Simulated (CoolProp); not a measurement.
Saturation properties of R11 (Tc = 471.1 K, pc = 4408 kPa, ω = 0.189).

Model: reference Helmholtz-energy equation of state, Jacobsen 1992, in CoolProp.

| T (K) | p (kPa) | vapour density (kg/m³) | enthalpy of vaporisation (kJ/kg) | surface tension (mN/m) | liquid viscosity (µPa s) |
|---|---|---|---|---|---|
| 277 | 47.29 | 2.884 | 188.4 | 20.6 | 540 |
| 282.5 | 59.13 | 3.548 | 186.5 | 19.8 | 509 |
| 288.1 | 73.49 | 4.342 | 184.5 | 19.1 | 480 |
| 293.7 | 90.47 | 5.267 | 182.5 | 18.4 | 453 |
| 299.3 | 110.4 | 6.339 | 180.5 | 17.7 | 428 |
| 304.8 | 133.1 | 7.549 | 178.4 | 17.0 | 406 |
| 310.4 | 159.9 | 8.957 | 176.3 | 16.2 | 385 |
| 316 | 190.6 | 10.56 | 174.1 | 15.5 | 365 |
| 321.6 | 225.6 | 12.38 | 171.8 | 14.8 | 346 |
| 327.1 | 264.6 | 14.39 | 169.5 | 14.2 | 329 |
| 332.7 | 309.5 | 16.68 | 167.1 | 13.5 | 313 |
| 338.3 | 359.8 | 19.26 | 164.7 | 12.8 | 298 |
| 343.8 | 415.0 | 22.08 | 162.2 | 12.2 | 284 |
| 349.4 | 477.6 | 25.28 | 159.5 | 11.5 | 270 |
| 355 | 546.9 | 28.84 | 156.8 | 10.8 | 257 |

It boils at 296.9 K under 1 atm.

Viscosity comes from a separate model (Klein 1997), an estimate that may be off by 10 % or more. Surface tension comes from a separate correlation (Mulero 2012).
